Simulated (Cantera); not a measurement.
## Premixed flame

A freely propagating, adiabatic, planar premixed flame of 45.9 % H₂, 10.9 % O₂, 41.1 % N₂, 2.11 % H₂O, unburnt at 373 K and 0.430 bar; mixture-averaged transport, grid criteria slope 0.08 and curve 0.16, no radiation.

Model: the H2/O2 subset of GRI-Mech 3.0, which has no nitrogen chemistry, integrated in Cantera. Burning velocities carry a grid error of a few per cent, more on coarse grids.

```json
[
 {"z (mm)": "-3.28", "T (K)": "373", "u (m/s)": "3.72", "x H₂": "0.459", "x O₂": "0.109", "x H₂O₂": "<1e-8", "x HO₂": "<1e-8", "x H₂O": "0.0211", "x H": "<1e-8"},
 {"z (mm)": "-2.19", "T (K)": "373", "u (m/s)": "3.72", "x H₂": "0.459", "x O₂": "0.109", "x H₂O₂": "<1e-8", "x HO₂": "<1e-8", "x H₂O": "0.0211", "x H": "<1e-8"},
 {"z (mm)": "-1.64", "T (K)": "373", "u (m/s)": "3.72", "x H₂": "0.459", "x O₂": "0.109", "x H₂O₂": "<1e-8", "x HO₂": "<1e-8", "x H₂O": "0.0211", "x H": "<1e-8"},
 {"z (mm)": "-1.09", "T (K)": "373", "u (m/s)": "3.72", "x H₂": "0.459", "x O₂": "0.109", "x H₂O₂": "<1e-8", "x HO₂": "3.39e-8", "x H₂O": "0.0211", "x H": "<1e-8"},
 {"z (mm)": "-0.546", "T (K)": "391", "u (m/s)": "3.87", "x H₂": "0.456", "x O₂": "0.110", "x H₂O₂": "7.45e-6", "x HO₂": "0.000136", "x H₂O": "0.0216", "x H": "2.81e-5"},
 {"z (mm)": "-0.273", "T (K)": "653", "u (m/s)": "6.31", "x H₂": "0.423", "x O₂": "0.103", "x H₂O₂": "3.64e-5", "x HO₂": "0.000133", "x H₂O": "0.0424", "x H": "0.00602"},
 {"z (mm)": "0", "T (K)": "1052", "u (m/s)": "9.88", "x H₂": "0.338", "x O₂": "0.0737", "x H₂O₂": "1.37e-6", "x HO₂": "4.40e-5", "x H₂O": "0.111", "x H": "0.0395"},
 {"z (mm)": "0.273", "T (K)": "1319", "u (m/s)": "12.3", "x H₂": "0.249", "x O₂": "0.0231", "x H₂O₂": "5.00e-7", "x HO₂": "1.22e-5", "x H₂O": "0.208", "x H": "0.0764"},
 {"z (mm)": "0.546", "T (K)": "1436", "u (m/s)": "13.3", "x H₂": "0.222", "x O₂": "0.00428", "x H₂O₂": "3.02e-7", "x HO₂": "2.15e-6", "x H₂O": "0.245", "x H": "0.0840"},
 {"z (mm)": "1.09", "T (K)": "1537", "u (m/s)": "14.2", "x H₂": "0.223", "x O₂": "0.000559", "x H₂O₂": "2.30e-7", "x HO₂": "2.68e-7", "x H₂O": "0.254", "x H": "0.0753"},
 {"z (mm)": "2.19", "T (K)": "1642", "u (m/s)": "15.0", "x H₂": "0.232", "x O₂": "0.000319", "x H₂O₂": "1.63e-7", "x HO₂": "1.48e-7", "x H₂O": "0.257", "x H": "0.0609"},
 {"z (mm)": "4.37", "T (K)": "1748", "u (m/s)": "15.9", "x H₂": "0.241", "x O₂": "0.000205", "x H₂O₂": "9.39e-8", "x HO₂": "9.52e-8", "x H₂O": "0.259", "x H": "0.0457"},
 {"z (mm)": "8.74", "T (K)": "1840", "u (m/s)": "16.6", "x H₂": "0.249", "x O₂": "0.000113", "x H₂O₂": "4.83e-8", "x HO₂": "5.57e-8", "x H₂O": "0.262", "x H": "0.0323"}
]
```
x: mole fraction of selected species; z is measured from the peak of heat release.

```yaml
laminar_burning_velocity: 372 cm/s
thermal_thickness: 1.09 mm
peak x(H₂O₂): 4.39e-5
peak x(HO₂): 0.000258
peak x(H): 0.0841
grid_points: 130
```
